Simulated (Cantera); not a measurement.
# Silicon epitaxy and polysilicon growth: SiCl4 + HCl + N2

Input: 1 mol SiCl4, 1 mol HCl, 49 mol N2, equilibrated at 1575 K and 0.140 bar.

Equilibrium computed with Cantera from the NASA thermochemical tables; the gas is ideal and each condensed phase is pure. Candidate condensed phases: NH4Cl, Si, Si3N4; 28 gas species. The tables' values for SiCl3 are old estimates; treat these amounts as uncertain. Rates play no part.

- x(N2): 0.960
- x(HCl): 0.0196
- x(SiCl4): 0.0185
- x(Cl): 0.00114
- x(SiCl3): 0.000931
- x(SiCl2): 0.000122
- x(Cl2): 2.04e-5
- x(H2): 2.30e-6
- gas amount: 51.06 mol
- log10 activity of Si(s) (absent): -6.67
